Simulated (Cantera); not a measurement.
A closed system holds: 1 mol FeS2, 1.8 mol O2, 0.28 mol CO2, equilibrated at 1375 °C and 0.220 bar.

Method: chemical equilibrium by Gibbs-energy minimisation in Cantera with the NASA 1993 tables (ideal gas, pure condensed phases). Candidate condensed phases: C, Fe, Fe(CO)5, FeO, FeS, FeSO4, FeS2, Fe2O3, Fe2(SO4)3, Fe3O4, S; 25 gas species. The tables' stoichiometric FeO is somewhat more stable than real wüstite, so its field is too wide. FeO: taken at fixed stoichiometry. Equilibrium is a limit: real reactors are often held back by kinetics, nucleation or transport.

Base state: SO2 0.671, S2 0.162, CO2 0.112, CO 0.0311, SO 0.0156, S2O 0.00697, COS 0.000379, S 0.000167 (mole fractions); condensed: FeO(s).

Problem. What changes in the equilibrium state with this change: FeS2 replaced by Fe2O3?

Solution. 
```json
[
 {"species": "O2", "before": "8.02e-8", "after": "0.865"},
 {"species": "CO2", "before": "0.112", "after": "0.135"},
 {"species": "O", "before": "1.53e-8", "after": "5.03e-5"},
 {"species": "SO2", "before": "0.671", "after": "0"},
 {"species": "S2", "before": "0.162", "after": "0"},
 {"species": "SO", "before": "0.0156", "after": "0"},
 {"species": "CO", "before": "0.0311", "after": "1.14e-5"},
 {"species": "S2O", "before": "0.00697", "after": "0"},
 {"species": "COS", "before": "0.000379", "after": "0"},
 {"species": "S", "before": "0.000167", "after": "0"},
 {"species": "FeO(s), mol", "before": "1.000", "after": "0"},
 {"species": "Fe2O3(s), mol", "before": "0", "after": "1.00"}
]
```
